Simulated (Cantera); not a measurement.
# Transport properties of process gases

Gas mixture: 100 % N₂, at 4280 Torr, frozen composition.

Cantera's kinetic-theory transport with the Lennard-Jones parameters of GRI-Mech 3.0, ideal gas; thermal conductivity in the mixture-averaged form.

```csv
T (K),ρ (kg/m³),cp (J/kg/K),μ (µPa s),λ (mW/m/K),Pr,D (cm²/s) O,D (cm²/s) N₂,D (cm²/s) NH₃
400,4.80,1047,22.3,32.8,0.713,0.0949,0.000,0.0679
600,3.20,1074,29.6,45.2,0.704,0.189,0.000,0.143
800,2.40,1121,35.8,57.1,0.703,0.306,0.000,0.237
1000,1.92,1169,41.5,68.6,0.708,0.444,0.000,0.349
1200,1.60,1203,46.7,79.5,0.707,0.601,0.000,0.477
1400,1.37,1231,51.6,90.0,0.706,0.776,0.000,0.620
```
D: mixture-averaged diffusion coefficient of that species in the mixture.
